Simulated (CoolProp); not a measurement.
The fluid at 394.44 K and 1.36 MPa flows at 6.2 m/s in a round tube of 50 mm bore and 45 µm roughness, fully developed (64/Re and Nu = 3.66 if laminar; Colebrook and Gnielinski if turbulent). The same conditions are run with several fluids, on thermodynamics alone (safety and materials aside).

The numbers come from the reference Helmholtz-energy equation of state of each fluid (ammonia: Gao 2020; CH2F2 (R32): Tillner-Roth 1997; R227EA: Lemmon 2016; isobutane: Bücker 2006; C2F6 (R116): Lemmon 2006) in CoolProp.

```tsv
fluid	Reynolds number	Darcy friction factor	pressure drop (Pa/m)	heat-transfer coefficient (W/(m² K))	mass flow (kg/h)
ammonia	168000	0.0209	59.7	313	326
CH2F2 (R32)	405000	0.0199	176	___	1010
R227EA	1600000	___	614	1430	___
isobutane	873000	0.0195	___	1100	1260
C2F6 (R116)	969000	0.0195	___	932	___
```

Task: Some entries are withheld; supply them.

Result: 
- CH2F2 (R32), heat-transfer coefficient (W/(m² K)): 419
- R227EA, Darcy friction factor: 0.0194
- R227EA, mass flow (kg/h): 3620
- isobutane, pressure drop (Pa/m): 215
- C2F6 (R116), pressure drop (Pa/m): 451
- C2F6 (R116), mass flow (kg/h): 2640

Transport values come from each fluid's own correlations; those of CH2F2 (R32), R227EA, C2F6 (R116) are estimates that may be off by 10 % or more.
